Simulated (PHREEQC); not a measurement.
Solution (25 °C): 13 mmol/kgw CaSO4, 5 mmol/kgw NaF and 1.9 mmol/kgw NaCl. Closed to the air; pH follows from the charge balance.

Equilibrium calculation in PHREEQC: ion-association model, phreeqc.dat.

No solid was allowed to form.

What pH, specific conductance does the model give?

pH 7.39; specific conductance 2670 µS/cm.

In which forms is Na present?

Na+ 98 %, NaSO4- 2.2 % of the Na.

The solution is supersaturated, for example in Fluorite, so a real one may precipitate; this is no full list. Species that the database lacks are ignored.
